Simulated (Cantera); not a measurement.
A diamond (100) surface in a fixed gas of H2 with x(CH4) = 0.0042, x(H) = 0.026, x(CH3) = 1.1e-05, 0.160 bar; coverages are run to steady state.

Cantera simulation using the Harris–Goodwin 1993 mechanism for the reconstructed diamond (100) surface; the numbers are that mechanism's predictions, not measurements.

θ: site fractions in the mechanism's names (c6HH fully hydrogenated, c6H* and c6*H radical sites, c6** diradical, c6HM methylated).

| T (K) | growth (µm/h) | θ c6HH | θ c6H* | θ c6*H | θ c6** | θ c6HM |
|---|---|---|---|---|---|---|
| 900 | ___ | 0.692 | 0.0112 | 0.292 | 0.00448 | 0.000359 |
| 975 | ___ | 0.619 | 0.0170 | 0.355 | 0.00828 | 0.000258 |
| 1050 | ___ | 0.552 | 0.0238 | 0.410 | 0.0139 | 0.000189 |
| 1125 | ___ | 0.491 | 0.0314 | 0.455 | 0.0215 | 0.000138 |
| 1200 | ___ | 0.438 | 0.0394 | 0.492 | 0.0312 | 9.54e-5 |
| 1275 | 1.56 | 0.391 | 0.0475 | 0.519 | 0.0429 | 5.48e-5 |
| 1350 | ___ | 0.350 | 0.0555 | 0.538 | 0.0564 | 2.36e-5 |

Q: Fill in the missing entries.

A: 
- 900, growth (µm/h): 0.556
- 975, growth (µm/h): 0.835
- 1050, growth (µm/h): 1.16
- 1125, growth (µm/h): 1.48
- 1200, growth (µm/h): 1.69
- 1350, growth (µm/h): 1.17
